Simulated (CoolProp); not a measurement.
Vapour-liquid equilibrium of methanol (1) + hexamethyldisiloxane (MM) (2) at 312.4 K; x and y are mole fractions of (1).

Model: multi-fluid Helmholtz-energy mixture model, de Reuck 1993 and Thol 2016; pair parameters Bell 2016, in CoolProp.

```json
[
 {"x": "0.05", "bubble pressure, mixture model (MPa)": "___", "bubble pressure, Raoult's law (MPa)": "0.01219", "y, mixture model": "___", "y, Raoult's law": "0.141"},
 {"x": "0.2", "bubble pressure, mixture model (MPa)": "0.02709", "bubble pressure, Raoult's law (MPa)": "0.01568", "y, mixture model": "0.655", "y, Raoult's law": "0.437"},
 {"x": "0.35", "bubble pressure, mixture model (MPa)": "0.03317", "bubble pressure, Raoult's law (MPa)": "0.01917", "y, mixture model": "0.747", "y, Raoult's law": "0.626"},
 {"x": "0.5", "bubble pressure, mixture model (MPa)": "0.03535", "bubble pressure, Raoult's law (MPa)": "0.02266", "y, mixture model": "0.778", "y, Raoult's law": "0.757"},
 {"x": "0.65", "bubble pressure, mixture model (MPa)": "0.03591", "bubble pressure, Raoult's law (MPa)": "0.02615", "y, mixture model": "0.790", "y, Raoult's law": "0.852"},
 {"x": "0.8", "bubble pressure, mixture model (MPa)": "0.03626", "bubble pressure, Raoult's law (MPa)": "0.02964", "y, mixture model": "___", "y, Raoult's law": "0.926"},
 {"x": "0.95", "bubble pressure, mixture model (MPa)": "0.03539", "bubble pressure, Raoult's law (MPa)": "0.03313", "y, mixture model": "0.924", "y, Raoult's law": "0.983"}
]
```

Complete the blanks.


- 0.05, bubble pressure, mixture model (MPa): 0.01578
- 0.05, y, mixture model: 0.327
- 0.8, y, mixture model: 0.815

The largest gap from Raoult's law is +73.0 % in bubble pressure, at x = 0.35. y crosses x between x = 0.8 and 0.95: the model has an azeotrope there.

The pair parameters rest on a limited set of measurements; away from them the model extrapolates. With so large a gap from Raoult's law the liquid may split in two, which this calculation doesn't test in full.
